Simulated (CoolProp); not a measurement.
The numbers come from the reference Helmholtz-energy equation of state, Younglove 1994 in CoolProp. It is a modified Benedict-Webb-Rubin equation, recast in Helmholtz form.

Task: Give the vapour pressure (MPa), liquid density (kg/m³), surface tension (mN/m), liquid conductivity (mW/(m K)) of saturated R123 at -1.55, 59.55, 66.35 °C.

Result: 
```json
[
 {"T (°C)": "-1.55", "p (MPa)": "0.0304", "liquid density (kg/m³)": "1530", "surface tension (mN/m)": "18.4", "liquid conductivity (mW/(m K))": "84.2"},
 {"T (°C)": "59.55", "p (MPa)": "0.282", "liquid density (kg/m³)": "1370", "surface tension (mN/m)": "11.2", "liquid conductivity (mW/(m K))": "67.4"},
 {"T (°C)": "66.35", "p (MPa)": "0.342", "liquid density (kg/m³)": "1350", "surface tension (mN/m)": "10.5", "liquid conductivity (mW/(m K))": "65.8"}
]
```

Thermal conductivity comes from a separate model (Laesecke 1996). Surface tension comes from a separate correlation (Mulero 2012).
